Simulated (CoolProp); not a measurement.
A single-stage vapour-compression cycle with propane: evaporating at 227.15 K (dew point), condensing at 266.15 K (bubble point), superheat 10 K, subcooling 8 K, compressor efficiency 0.7, no pressure losses. Each further row changes one setting.

The numbers come from the reference Helmholtz-energy equation of state, Lemmon 2009 in CoolProp.

```
case                              cooling COP  pressure ratio  discharge temperature (K)  refrigerating effect (kJ/kg)  volumetric capacity (kJ/m³)
--------------------------------  -----------  --------------  -------------------------  ----------------------------  ---------------------------
as stated                                3.68            4.48                      306.5                           372                          729
evaporating temperature 232.15 K         4.40            3.58                      301.6                           379                          913
condensing temperature 261.15 K          4.30            3.80                      298.8                           384                          753
subcooling 13 K                          3.80            4.48                      306.5                           384                          752
superheat 20 K                           3.66            4.48                      317.2                           387                          724
compressor efficiency 0.6                3.16            4.48                      315.9                           372                          729
```
